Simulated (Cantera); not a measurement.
Standard-state values (1 bar) from the NASA 1993 polynomials, evaluated with Cantera. Values are per mole of reaction as written; species without (g) are pure solids or liquids, kept so even where they would boil at 1 bar. TaC: taken at fixed stoichiometry.

Task: Between 2048 and 2648 K, where is each reaction favourable under standard conditions?
- 2 H2(g) + 2 TaC → C2H4(g) + 2 Ta
- 6 H(g) + 2 TaC → C2H6(g) + 2 Ta

Result: 
- 2 H2(g) + 2 TaC → C2H4(g) + 2 Ta: ΔG° is 487 kJ at 2048 K and 538 kJ at 2648 K; it stays positive (K < 1). ΔH° is 312 kJ and ΔS° -85 J/K at 2648 K.
- 6 H(g) + 2 TaC → C2H6(g) + 2 Ta: ΔG° is -4 kJ at 2048 K and 344 kJ at 2648 K; it changes sign between 2048 and 2123 K. ΔH° is -1199 kJ and ΔS° -583 J/K at 2648 K.
